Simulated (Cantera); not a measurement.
A perfectly stirred reactor is fed with NO : N2 = 1 : 6.9 (molar parts), at 750 Torr; it is held at 1673 K, and followed from long to short residence time.

Cantera simulation using GRI-Mech 3.0 (53 species, 325 reactions); the numbers are that mechanism's predictions, not measurements.

x: mole fraction; the columns are a selection and need not sum to one.

| τ (s) | x NO | x O2 | x N2O | x NO2 | x O | x N2 |
|---|---|---|---|---|---|---|
| 21 | 0.0963 | 0.0151 | [?] | 8.80e-5 | 4.27e-6 | 0.889 |
| 7.0 | 0.113 | 0.00658 | [?] | 7.13e-5 | 2.96e-6 | 0.880 |
| 2.3 | 0.122 | 0.00241 | 5.74e-6 | 5.17e-5 | 2.02e-6 | 0.876 |
| 0.76 | 0.125 | 0.000814 | 6.02e-6 | 3.91e-5 | 1.50e-6 | 0.874 |
| 0.25 | 0.126 | 0.000259 | 6.04e-6 | 3.27e-5 | 1.26e-6 | 0.874 |
| 0.083 | 0.126 | 7.50e-5 | 5.82e-6 | 2.84e-5 | 1.10e-6 | 0.874 |
| 0.027 | 0.127 | 1.60e-5 | [?] | 2.20e-5 | 8.75e-7 | 0.873 |
| 0.0090 | 0.127 | 1.79e-6 | [?] | 1.20e-5 | 5.13e-7 | 0.873 |
| 0.0030 | 0.127 | 9.75e-8 | [?] | 4.02e-6 | 2.16e-7 | 0.873 |
| 0.00098 | 0.127 | 6.10e-9 | [?] | 1.12e-6 | 9.87e-8 | 0.873 |
| 0.00032 | 0.127 | 7.36e-10 | [?] | 3.07e-7 | 5.98e-8 | 0.873 |

### Question
Some entries are withheld; supply them.

### Answer

- 21, x N2O: 3.61e-6
- 7.0, x N2O: 4.98e-6
- 0.027, x N2O: 5.14e-6
- 0.0090, x N2O: 3.81e-6
- 0.0030, x N2O: 2.15e-6
- 0.00098, x N2O: 9.12e-7
- 0.00032, x N2O: 3.30e-7
